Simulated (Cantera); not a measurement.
Input: 1 mol Si₂Cl₆, 6.1 mol NH₃, 1.5 mol N₂, held at 1373 K and 13.3 mbar.

Equilibrium computed with Cantera from the NASA thermochemical tables; the gas is ideal and each condensed phase is pure. Candidate condensed phases: NH₄Cl, Si, Si₃N₄; 28 gas species. The feed counts by its element totals alone. The tables' values for SiCl₃ are old estimates; treat these amounts as uncertain. Rates play no part.

Base state: H₂ 0.422, HCl 0.341, N₂ 0.220, SiCl₂ 0.00820, SiCl₄ 0.00520, SiCl₃ 0.00303, SiHCl₃ 0.000406, H 1.87e-5 (mole fractions); condensed: Si₃N₄(s).

### Question
What changes in the equilibrium state with this change: temperature from 1373 K to 1323.15 K?

### Answer
```csv
species,before,after
H₂,0.422,0.420
HCl,0.341,0.350
N₂,0.220,0.218
SiCl₂,0.00820,0.00366
SiCl₄,0.00520,0.00645
H,1.87e-5,8.92e-6
Cl,1.26e-5,6.23e-6
"Si₃N₄(s), mol",0.580,0.602
```
